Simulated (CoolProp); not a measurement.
The fluid at 298.15 K and 0.2 MPa is compressed adiabatically to 1.2 MPa with isentropic efficiency 0.8. The same conditions are run with several fluids, on thermodynamics alone (safety and materials aside).

Model: reference Helmholtz-energy equation of state of each fluid (R115: Lemmon 2016; R142b: Lemmon 2006; oxygen: Schmidt 1985; R227EA: Lemmon 2016), in CoolProp.

Task: Rank R115, R142b, oxygen, R227EA by work (kJ/kg), highest first.

Result: oxygen (225), R142b (54.6), R115 (35.5), R227EA (30.4)

```json
[
 {"fluid": "R115", "final temperature (K)": "354.8", "final density (kg/m³)": "72.9"},
 {"fluid": "R142b", "final temperature (K)": "373.1", "final density (kg/m³)": "46.3"},
 {"fluid": "oxygen", "final temperature (K)": "536.1", "final density (kg/m³)": "8.59"},
 {"fluid": "R227EA", "final temperature (K)": "347.6", "final density (kg/m³)": "90.8"}
]
```

Above 300 K oxygen's equation is extrapolated.
